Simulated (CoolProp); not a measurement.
Vapour-liquid equilibrium of benzene (1) + n-octane (2) at 1300 kPa; x and y are mole fractions of (1).

Computed with CoolProp (multi-fluid Helmholtz-energy mixture model, Thol 2012 and Beckmüller 2019; pair parameters Bell 2016).

```json
[
 {"x": "0.05", "bubble temperature (K)": "520.0", "y at the bubble point": "0.084", "dew temperature at overall composition x (K)": "521.5", "liquid density (mol/L)": "4.124"},
 {"x": "0.125", "bubble temperature (K)": "514.2", "y at the bubble point": "0.204", "dew temperature at overall composition x (K)": "518.0", "liquid density (mol/L)": "4.359"},
 {"x": "0.2", "bubble temperature (K)": "508.5", "y at the bubble point": "0.316", "dew temperature at overall composition x (K)": "514.4", "liquid density (mol/L)": "4.605"},
 {"x": "0.275", "bubble temperature (K)": "503.0", "y at the bubble point": "0.418", "dew temperature at overall composition x (K)": "510.6", "liquid density (mol/L)": "4.864"},
 {"x": "0.35", "bubble temperature (K)": "497.9", "y at the bubble point": "0.509", "dew temperature at overall composition x (K)": "506.7", "liquid density (mol/L)": "5.135"},
 {"x": "0.425", "bubble temperature (K)": "493.2", "y at the bubble point": "0.589", "dew temperature at overall composition x (K)": "502.6", "liquid density (mol/L)": "5.421"},
 {"x": "0.5", "bubble temperature (K)": "488.8", "y at the bubble point": "0.661", "dew temperature at overall composition x (K)": "498.4", "liquid density (mol/L)": "5.725"},
 {"x": "0.575", "bubble temperature (K)": "484.8", "y at the bubble point": "0.725", "dew temperature at overall composition x (K)": "494.0", "liquid density (mol/L)": "6.050"},
 {"x": "0.65", "bubble temperature (K)": "481.1", "y at the bubble point": "0.782", "dew temperature at overall composition x (K)": "489.5", "liquid density (mol/L)": "6.402"},
 {"x": "0.725", "bubble temperature (K)": "477.6", "y at the bubble point": "0.834", "dew temperature at overall composition x (K)": "484.7", "liquid density (mol/L)": "6.783"},
 {"x": "0.8", "bubble temperature (K)": "474.5", "y at the bubble point": "0.882", "dew temperature at overall composition x (K)": "479.9", "liquid density (mol/L)": "7.201"},
 {"x": "0.875", "bubble temperature (K)": "471.5", "y at the bubble point": "0.928", "dew temperature at overall composition x (K)": "475.0", "liquid density (mol/L)": "7.661"},
 {"x": "0.95", "bubble temperature (K)": "468.7", "y at the bubble point": "0.972", "dew temperature at overall composition x (K)": "470.1", "liquid density (mol/L)": "8.172"}
]
```

No azeotrope shows between x = 0.05 and 0.95.

The pair parameters rest on a limited set of measurements; away from them the model extrapolates. The gap from Raoult's law changes sign with composition, which may be real or a fault of the pair parameters; it wasn't checked against measurements.
